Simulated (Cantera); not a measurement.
Feed: 1 mol SiC, 1.4 mol N₂, equilibrated at 2677 °C.

Cantera equilibrium calculation (NASA polynomials, part measured and part estimated; ideal gas, pure solids and liquids). Candidate condensed phases: C, Si, SiC, Si₃N₄; 20 gas species. Rates play no part.

### Question
Which condensed phases are stable at each of these points (P (Pa)): 1, 4.60, 22, 100, 460, 2200, 10000, 46000, 220000, 1000000?

### Answer
| P (Pa) | condensed phases | Si condensed (%) |
|---|---|---|
| 1 | gas only | 0.0 |
| 4.60 | gas only | 0.0 |
| 22 | gas only | 0.0 |
| 100 | gas only | 0.0 |
| 460 | gas only | 0.0 |
| 2200 | C(graphite) | 0.0 |
| 10000 | C(graphite) | 0.0 |
| 46000 | C(graphite) + SiC(s) | 50.1 |
| 220000 | C(graphite) + SiC(s) | 91.3 |
| 1000000 | C(graphite) + SiC(s) | 98.0 |

From 0.00750 Torr to 3.45 Torr nothing is condensed. From 16.5 Torr to 75.0 Torr the condensed part is C(graphite). From 345 Torr to 7500 Torr the condensed part is C(graphite) + SiC(s).
